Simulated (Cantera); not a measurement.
What does this Cantera script print?

```python
import numpy as np
import cantera as ct

gas_names = """
    F SF6 S2 Mg SF4
""".split()
cond_names = """
    MgS(s) MgF2(s) MgF2(L)
""".split()


def load(file, names, dense=False):
    # The tables refer to 1 bar. Condensed volumes are neglected.
    table = {s.name: s for s in ct.Species.list_from_file(file)}
    out = []
    for n in names:
        d = dict(table[n].input_data)
        d["thermo"] = dict(d["thermo"], **{"reference-pressure": 1e5})
        if dense:
            d["equation-of-state"] = {"model": "constant-volume", "density": "1e6 g/cm^3"}
        out.append(ct.Species.from_dict(d))
    return out


species = {s.name: s for s in load("nasa_gas.yaml", gas_names) + load("nasa_condensed.yaml", cond_names)}
# Each term lists the table entries of one substance; the one whose range holds T is used.
reactions = {
    'MgS + 8 F(g) = SF6(g) + MgF2':
        [(-1, ['MgS(s)']), (-8, ['F']), (1, ['SF6']), (1, ['MgF2(s)', 'MgF2(L)'])],
    '4 MgF2 + S2(g) = 4 Mg(g) + 2 SF4(g)':
        [(-4, ['MgF2(s)', 'MgF2(L)']), (-1, ['S2']), (4, ['Mg']), (2, ['SF4'])],
}


def pick(names, T):
    return next(species[n] for n in names if species[n].thermo.min_temp <= T <= species[n].thermo.max_temp)


results = []
for label, terms in reactions.items():
    print(label)
    print("     T/K   dH/kJ  dS/(J/K)   dG/kJ   log10 K")
    for T in [1323, 1398, 1473, 1548, 1623]:
        used = [(nu, pick(names, T)) for nu, names in terms]
        dH = sum(nu * s.thermo.h(T) for nu, s in used) / 1e6
        dS = sum(nu * s.thermo.s(T) for nu, s in used) / 1e3
        dG = dH - T * dS / 1e3
        logK = -dG * 1e6 / (ct.gas_constant * T * np.log(10))
        results.append((label, T, dH, dS, dG, logK, [s.name for _, s in used]))
        print(f"{T:8g} {dH:8.1f} {dS:8.1f} {dG:8.1f} {logK:8.2f}")
```

Output:

```
MgS + 8 F(g) = SF6(g) + MgF2
     T/K   dH/kJ  dS/(J/K)   dG/kJ   log10 K
    1323  -2641.6   -996.5  -1323.2    52.24
    1398  -2640.6   -995.8  -1248.5    46.65
    1473  -2639.5   -995.0  -1173.9    41.63
    1548  -2579.6   -956.0  -1099.7    37.11
    1623  -2577.6   -954.7  -1028.1    33.09
4 MgF2 + S2(g) = 4 Mg(g) + 2 SF4(g)
     T/K   dH/kJ  dS/(J/K)   dG/kJ   log10 K
    1323   3366.4    648.7   2508.2   -99.03
    1398   3360.7    644.5   2459.7   -91.90
    1473   3355.0    640.5   2411.5   -85.51
    1548   3113.9    483.5   2365.4   -79.82
    1623   3104.7    477.7   2329.4   -74.97
```

Cantera with NASA thermochemical tables; ideal gases at 1 bar, condensed phases pure. Condensed species are held in their standard states even where they would react or evaporate.
